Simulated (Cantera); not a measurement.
## Equilibrium for silicon epitaxy and polysilicon growth: SiH2Cl2 + H2

Input: 1 mol SiH2Cl2, a varied amount of H2, held at 1673 K and 2.30 mbar.

Method: chemical equilibrium by Gibbs-energy minimisation in Cantera with the NASA 1993 tables (ideal gas, pure condensed phases). Candidate condensed phases: Si; 19 gas species. The tables' values for SiCl, SiCl3 are old estimates; treat these amounts as uncertain. Gases not in the tables: Si2H6 and higher silanes. Rates play no part.

From 27 mol H2 to 280 mol H2 the condensed part is Si(s). The main Si-bearing gas is SiCl2 at 27 mol H2 and Si at 280 mol H2. The share of Si in condensed phases is highest at 200 mol H2 (89.2 %) and lowest at 27 mol H2 (71.6 %).

```csv
n(H2) (mol),x H2,x HCl,x SiCl2,x H,x Si,x Cl,x SiCl,x SiCl3,n Si(s)
27,0.938,0.0497,0.00948,0.00230,0.000182,9.51e-5,8.69e-5,2.15e-5,0.716
38,0.953,0.0385,0.00561,0.00232,0.000182,7.32e-5,6.69e-5,9.80e-6,0.764
53,0.964,0.0296,0.00328,0.00233,0.000182,5.60e-5,5.11e-5,4.38e-6,0.805
74,0.973,0.0225,0.00187,0.00234,0.000182,4.22e-5,3.86e-5,1.88e-6,0.839
100,0.979,0.0173,0.00110,0.00235,0.000182,3.24e-5,2.97e-5,8.53e-7,0.863
140,0.984,0.0128,0.000601,0.00236,0.000182,2.40e-5,2.19e-5,3.44e-7,0.882
200,0.988,0.00923,0.000311,0.00236,0.000182,1.72e-5,1.57e-5,1.28e-7,0.892
280,0.991,0.00673,0.000165,0.00236,0.000182,1.25e-5,1.15e-5,4.93e-8,0.891
```
x: gas mole fraction; n: condensed amount in mol.
